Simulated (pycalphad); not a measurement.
Source of the numbers: pycalphad with the COST 507 light-alloy database (1999); pressure 1 atm. The data set is of 1999 and partly superseded. Phase fractions are per mole of atoms.

### Question
Give the equilibrium state of Al-5.935Si-0.2137C (wt.%) at 1210 K.

### Answer
```
T = 1210.00 K, P = 101325 Pa, N = 1 mol of atoms
G = -59884 J/mol, H = 38397 J/mol, S = 81.22 J/(mol K)  (SER reference)
chemical potentials (J/mol): Al -59410, Si -66950, C -68745
phase             fraction      x(Al)      x(Si)       x(C)
LIQUID              0.9890     0.9431     0.0569   8.78e-07
AL8SIC7             0.0110     0.5000     0.0625     0.4375
```

### Question
Give the equilibrium state of Al-5.935Si-0.2137C (wt.%) at 530 K.

### Answer
FCC_A1, fraction 0.933, with 0.03 Si, <0.01 C wt.%; DIAMOND_A4, fraction 0.056, with >99.99 Si, <0.01 C wt.%; AL8SIC7, fraction 0.011, with 8.6 Si, 25.6 C wt.%.

Database names, with the compositions (at.%) that they take in these runs: AL8SIC7: Al 50 C 44 Si 6. FCC_A1 is fcc; DIAMOND_A4 is diamond (Si).
